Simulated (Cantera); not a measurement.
Input: 1 mol C, 0.89 mol O₂, 13 mol N₂, held at 773.15 K.

Method: chemical equilibrium by Gibbs-energy minimisation in Cantera with the NASA 1993 tables (ideal gas, pure condensed phases). Candidate condensed phases: C; 24 gas species. The ideal-gas law is rough above about 30 bar. Kinetics and transport are ignored.

**Question.** At 100 bar, list the 3 most abundant gas species with their mole fractions, and the condensed phases.

**Answer.** N₂ 0.935, CO₂ 0.0632, CO 0.00161. Condensed: C(graphite).
